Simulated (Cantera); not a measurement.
A closed system holds: 1 mol TiO2, 47 mol Cl2, 0.43 mol O2, at 160 Pa.

Cantera equilibrium calculation (NASA polynomials, part measured and part estimated; ideal gas, pure solids and liquids). Candidate condensed phases: Ti, TiCl2, TiCl3, TiCl4, TiO, TiO2, Ti2O3, Ti3O5, Ti4O7; 15 gas species. Condensed phases not in the tables: TiOCl. Kinetics and transport are ignored.

Q: At 898 K, list the 3 most abundant gas species with their mole fractions, and the condensed phases.

A: Cl2 0.989, O2 0.00906, Cl 0.00177. Condensed: TiO2(rutile).
